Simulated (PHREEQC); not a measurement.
# Nickel, zinc or cadmium bath (model solution)

Solution (90 °C): 0.16 mol/kgw CdSO4, 0.17 mol/kgw NaCl and 0.01 mol/kgw MnSO4. Closed to the air; pH follows from the charge balance.

Equilibrium calculation in PHREEQC: ion-association model, phreeqc.dat.

```yaml
pH: 5.51
ionic_strength: 0.416 mol/kgw
activity_of_water: 0.992
density: 1.004 g/cm³
```

| species | molality | activity | log γ |
|---|---|---|---|
| Na+ | 0.155 | 0.106 | -0.165 |
| Cl- | 0.0830 | 0.0520 | -0.203 |
| SO4-2 | 0.0752 | 0.0138 | -0.737 |
| CdCl+ | 0.0622 | 0.0434 | -0.156 |
| CdSO4 | 0.0366 | 0.0403 | 0.042 |
| Cd+2 | 0.0309 | 0.00731 | -0.626 |
| Cd(SO4)2-2 | 0.0186 | 0.00440 | -0.626 |

Precipitation was switched off in this run. Complexes and solids missing from the database can't appear. At this temperature some constants are extrapolated from 25 °C, and those without enthalpy data are left unchanged.
